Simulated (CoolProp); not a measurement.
A single-stage vapour-compression cycle with isobutane: evaporating at 259.15 K (dew point), condensing at 297.15 K (bubble point), superheat 0 K, subcooling 0 K, compressor efficiency 0.7, no pressure losses. Each further row changes one setting.

Computed with CoolProp (reference Helmholtz-energy equation of state, Bücker 2006).

| case | cooling COP | pressure ratio | discharge temperature (K) | refrigerating effect (kJ/kg) | volumetric capacity (kJ/m³) |
|---|---|---|---|---|---|
| as stated | 4.05 | 3.67 | 307.1 | 279 | 726 |
| evaporating temperature 264.15 K | 4.86 | 3.02 | 305.2 | 286 | 892 |
| condensing temperature 292.15 K | 4.79 | 3.16 | 301.5 | 291 | 757 |
| subcooling 5 K | 4.23 | 3.67 | 307.1 | 291 | 757 |
| superheat 10 K | 4.09 | 3.67 | 317.3 | 295 | 734 |
| compressor efficiency 0.6 | 3.47 | 3.67 | 313.4 | 279 | 726 |
